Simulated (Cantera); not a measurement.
A closed system holds: 1 mol SiHCl3, 220 mol H2, held at 1.90 bar.

These are equilibrium values from Cantera (NASA tables, ideal gas, pure condensed phases), not measurements of a reactor. Candidate condensed phases: Si; 19 gas species. The tables' values for SiCl3 are old estimates; treat these amounts as uncertain. Gases not in the tables: Si2H6 and higher silanes. Kinetics and transport are ignored.

x: gas mole fraction; n: condensed amount in mol.

```json
[
 {"T (K)": "948", "x H2": "0.994", "x HCl": "0.00203", "x SiHCl3": "0.00218", "x SiCl4": "0.000988", "n Si(s)": "0.182", "n Si(l)": "0"},
 {"T (K)": "1023", "x H2": "0.993", "x HCl": "(withheld)", "x SiHCl3": "(withheld)", "x SiCl4": "(withheld)", "n Si(s)": "(withheld)", "n Si(l)": "0"},
 {"T (K)": "1098", "x H2": "0.991", "x HCl": "0.00600", "x SiHCl3": "0.00137", "x SiCl4": "0.000572", "n Si(s)": "0.446", "n Si(l)": "0"},
 {"T (K)": "1173", "x H2": "0.990", "x HCl": "(withheld)", "x SiHCl3": "(withheld)", "x SiCl4": "(withheld)", "n Si(s)": "(withheld)", "n Si(l)": "0"},
 {"T (K)": "1248", "x H2": "0.988", "x HCl": "0.0105", "x SiHCl3": "0.000443", "x SiCl4": "0.000133", "n Si(s)": "0.744", "n Si(l)": "0"},
 {"T (K)": "1323", "x H2": "0.988", "x HCl": "0.0116", "x SiHCl3": "0.000190", "x SiCl4": "4.40e-5", "n Si(s)": "0.822", "n Si(l)": "0"},
 {"T (K)": "1398", "x H2": "0.987", "x HCl": "0.0121", "x SiHCl3": "7.67e-5", "x SiCl4": "1.34e-5", "n Si(s)": "0.856", "n Si(l)": "0"},
 {"T (K)": "1473", "x H2": "0.987", "x HCl": "0.0123", "x SiHCl3": "3.18e-5", "x SiCl4": "4.22e-6", "n Si(s)": "0.868", "n Si(l)": "0"},
 {"T (K)": "1548", "x H2": "0.987", "x HCl": "0.0123", "x SiHCl3": "1.40e-5", "x SiCl4": "1.44e-6", "n Si(s)": "0.871", "n Si(l)": "0"},
 {"T (K)": "1623", "x H2": "0.987", "x HCl": "0.0123", "x SiHCl3": "6.61e-6", "x SiCl4": "5.33e-7", "n Si(s)": "0.869", "n Si(l)": "0"},
 {"T (K)": "1698", "x H2": "0.987", "x HCl": "0.0123", "x SiHCl3": "3.27e-6", "x SiCl4": "2.13e-7", "n Si(s)": "0", "n Si(l)": "0.867"}
]
```

What belongs in the gaps?


- 1023, x HCl: 0.00373
- 1023, x SiHCl3: 0.00183
- 1023, x SiCl4: 0.000812
- 1023, n Si(s): 0.295
- 1173, x HCl: 0.00847
- 1173, x SiHCl3: 0.000869
- 1173, x SiCl4: 0.000319
- 1173, n Si(s): 0.610
